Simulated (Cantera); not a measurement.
Cantera run:

```python
import numpy as np
import cantera as ct

gas_names = """
    CL CL2 H HCL H2 N NH NH2 NH3 N2 N2H2 N2H4 Si SiCL SiCL2 SiCL3 SiCL4 SiH SiHCL3 SiH2 SiH2CL2 SiH3
    SiH3CL SiH4 SiN Si2 Si2N Si3
""".split()
cond_names = """
    NH4CL(a) NH4CL(b) Si(cr) Si(L) Si3N4(a)
""".split()


# ... load() reads the species with a 1 bar reference pressure and builds the phases ...
atoms = {
    'SiH4': {'Si': 1, 'H': 4},
    'HCl': {'H': 1, 'CL': 1},
    'N2': {'N': 2},
}
top_T = {'Si3N4(a)': 2400}  # K; cautious upper limits of use, not melting points


# ... equilibrate(T, P, feed) seeds the gas with the atoms and calls Mixture.equilibrate('TP', solver="vcs", rtol=1e-11, max_steps=5000) ...
results = []
T = 1348.15  # K
P = 2400  # Pa
for m in [32, 41, 52, 65, 83, 110, 130, 170, 220, 280]:
    feed = {'SiH4': 1, 'HCl': 0.067, 'N2': m}  # mol
    mix = equilibrate(T, P, feed)
    results.append((T, P, feed, dict(zip(mix.species_names, mix.species_moles))))
    x = sorted(zip(gas.X, gas.species_names), reverse=True)
    print(f"T = {T:g} K  P = {P:g} Pa  n(N2) = {m:g} mol  gas = {mix.phase_moles(0):.4g} mol")
    print("   x: " + "  ".join(f"{s} {v:.3e}" for v, s in x if v > 0.0001))
    print("   condensed (mol): " + ("  ".join(f"{mix.phase(i).name} {mix.phase_moles(i):.4g}"
          for i in range(1, mix.n_phases) if mix.phase_moles(i) > 1e-12) or "none"))
```

Result:

```
T = 1348.15 K  P = 2400 Pa  n(N2) = 32 mol  gas = 33.4 mol
   x: N2 9.381e-01  H2 5.988e-02  HCL 2.005e-03
   condensed (mol): Si3N4(a) 0.3333
T = 1348.15 K  P = 2400 Pa  n(N2) = 41 mol  gas = 42.4 mol
   x: N2 9.512e-01  H2 4.717e-02  HCL 1.580e-03
   condensed (mol): Si3N4(a) 0.3333
T = 1348.15 K  P = 2400 Pa  n(N2) = 52 mol  gas = 53.4 mol
   x: N2 9.613e-01  H2 3.745e-02  HCL 1.254e-03
   condensed (mol): Si3N4(a) 0.3333
T = 1348.15 K  P = 2400 Pa  n(N2) = 65 mol  gas = 66.4 mol
   x: N2 9.689e-01  H2 3.012e-02  HCL 1.009e-03
   condensed (mol): Si3N4(a) 0.3333
T = 1348.15 K  P = 2400 Pa  n(N2) = 83 mol  gas = 84.4 mol
   x: N2 9.755e-01  H2 2.370e-02  HCL 7.935e-04
   condensed (mol): Si3N4(a) 0.3333
T = 1348.15 K  P = 2400 Pa  n(N2) = 110 mol  gas = 111.4 mol
   x: N2 9.814e-01  H2 1.795e-02  HCL 6.012e-04
   condensed (mol): Si3N4(a) 0.3333
T = 1348.15 K  P = 2400 Pa  n(N2) = 130 mol  gas = 131.4 mol
   x: N2 9.843e-01  H2 1.522e-02  HCL 5.097e-04
   condensed (mol): Si3N4(a) 0.3333
T = 1348.15 K  P = 2400 Pa  n(N2) = 170 mol  gas = 171.4 mol
   x: N2 9.879e-01  H2 1.167e-02  HCL 3.907e-04
   condensed (mol): Si3N4(a) 0.3333
T = 1348.15 K  P = 2400 Pa  n(N2) = 220 mol  gas = 221.4 mol
   x: N2 9.907e-01  H2 9.033e-03  HCL 3.025e-04
   condensed (mol): Si3N4(a) 0.3333
T = 1348.15 K  P = 2400 Pa  n(N2) = 280 mol  gas = 281.4 mol
   x: N2 9.927e-01  H2 7.107e-03  HCL 2.380e-04
   condensed (mol): Si3N4(a) 0.3333
```

Equilibrium computed with Cantera from the NASA thermochemical tables; the gas is ideal and each condensed phase is pure. N2 is the only nitrogen source here; it is nearly inert below about 1500 K, so the nitride shown seldom forms there in practice.
